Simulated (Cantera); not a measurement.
Feed: 1 mol NF3, 0.038 mol H2O, held at 2.50 bar.

These are equilibrium values from Cantera (NASA tables, ideal gas, pure condensed phases), not measurements of a reactor. Candidate condensed phases: H2O; 40 gas species. The numbers say what is thermodynamically allowed, not how fast it happens.

**Question.** At 3400 K, list the 5 most abundant gas species with their mole fractions, and the condensed phases.

**Answer.** F 0.828, N2 0.141, HF 0.0215, O 0.00704, NO 0.00197. Condensed: gas only.
